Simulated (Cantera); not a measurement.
Predominance diagram of Ta at 1552 °C against the partial pressures of O2 and CO (log10, bar). Standard-state values (1 bar) from the NASA 1993 polynomials, evaluated with Cantera. Candidates: Ta(s), TaC(s), Ta2O5(s). Only these pure phases compete in this equilibrium. TaC: taken at fixed stoichiometry. Not in the tables: Ta2C.

**Question.** Which phase is stable at these pairs, and which metal-bearing vapour leads over it? (-8.7, -6.3); (-12.6, -4.5); (-11.1, -2.7); (-12.6, -5.4); (-3.2, -2.7); (-11.1, -5.4); (-8.7, -1.8)

**Answer.** 
```csv
log p(O2),log p(CO),phase,chief vapour,log p (bar)
-8.7,-6.3,Ta2O5(s),TaO2,-8.9
-12.6,-4.5,Ta2O5(s),TaO2,-7.9
-11.1,-2.7,Ta2O5(s),TaO2,-8.3
-12.6,-5.4,Ta2O5(s),TaO2,-7.9
-3.2,-2.7,Ta2O5(s),TaO2,-10.3
-11.1,-5.4,Ta2O5(s),TaO2,-8.3
-8.7,-1.8,Ta2O5(s),TaO2,-8.9
```
